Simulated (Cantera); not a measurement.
# Thermodynamics of nitride etching, feed Si₃N₄ + NF₃ + H₂

A closed system holds: 1 mol Si₃N₄, 1.8 mol NF₃, 24 mol H₂, equilibrated at 923.15 K and 29.0 Pa.

These are equilibrium values from Cantera (NASA tables, ideal gas, pure condensed phases), not measurements of a reactor. Candidate condensed phases: Si, Si₃N₄; 37 gas species. Rates play no part.

The x(H₂) comes out as 0.884 and the x(N₂) comes out as 0.0662. The x(SiF₄) is 0.0496. The x(HF) is 0.000380 and the x(SiHF₃) comes out as 6.35e-5. The x(SiF₃) comes out as 7.64e-6, the n(Si₃N₄(s)) is 0.551 mol and the gas amount is 27.15 mol. The log10 activity of Si(s) (absent) is -5.13.
